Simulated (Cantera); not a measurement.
Feed: 1 mol CaO, 0.73 mol NF3, 0.12 mol O2, held at 1473.15 K and 7.50e-5 bar.

Equilibrium computed with Cantera from the NASA thermochemical tables; the gas is ideal and each condensed phase is pure. Candidate condensed phases: Ca, CaF2, CaO; 22 gas species. Kinetics and transport are ignored.

Base state: O2 0.518, N2 0.305, F 0.159, CaF2 0.0162, NO 0.00105, O 0.000233 (mole fractions); condensed: CaF2(s).

Question: What changes in the equilibrium state with this change: 0.24 mol NH3 added?

Answer: 
```
species         before     after
------------  --------  --------
HF                   0     0.336
O2               0.518     0.298
N2               0.305     0.297
F                0.159   2.90e-6
H2O                  0    0.0524
CaF2            0.0162    0.0162
OH                   0  0.000523
H2                   0   1.45e-5
NO             0.00105  0.000782
O             0.000233  0.000176
CaF2(s), mol     0.981     0.794
CaO(s), mol          0     0.179
```
Mutual solubility and eutectic melting of coexisting phases are not modelled. Further candidate phases: Ca(OH)2, H2O.
